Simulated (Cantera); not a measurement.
**Thermodynamics of chlorosilane synthesis and conversion, feed SiCl₄ + Cl₂ + H₂**

Input: 1 mol SiCl₄, 0.61 mol Cl₂, 4.2 mol H₂, held at 577 °C and 1.00 bar.

These are equilibrium values from Cantera (NASA tables, ideal gas, pure condensed phases), not measurements of a reactor. Candidate condensed phases: Si; 19 gas species. Kinetics and transport are ignored.

| Item | Value |
|---|---|
| x(H₂) | 0.617 |
| x(HCl) | 0.211 |
| x(SiCl₄) | 0.171 |
| x(SiHCl₃) | 0.000832 |
| x(SiCl₃) | 1.90e-6 |
| gas amount | 5.810 mol |
| log10 activity of Si(s) (absent) | -7.76 |
